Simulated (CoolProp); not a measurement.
R245ca at several states: Z from the reference equation and from simpler models built on Tc = 174.4 °C, pc = 3941 kPa, ω = 0.355; each cubic takes its own stable root.

Values from CoolProp's reference Helmholtz-energy equation of state, Zhou 2016.

```
T (°C)  p (kPa)   phase  reference
------  -------  ------  ---------
-7.85      29.9  liquid   0.001239
159.75      874     gas     0.9068
-28.95     1590  liquid    0.06914
```

**Question.** How far does each simpler model (van der Waals, Soave-Redlich-Kwong, Peng-Robinson) lie from the reference over these 3 states: mean and median of the absolute difference, and the worst?

**Answer.** 
- van der Waals: mean 26688.4 %, median 66.5 %, worst +79996.9 % at -7.85 °C and 29.9 kPa
- Soave-Redlich-Kwong: mean 5.8 %, median 8.4 %, worst +8.8 % at -28.95 °C and 1590 kPa
- Peng-Robinson: mean 2.6 %, median 3.3 %, worst -3.9 % at -7.85 °C and 29.9 kPa

At some of these states van der Waals gives the other phase, because its saturation line lies elsewhere.
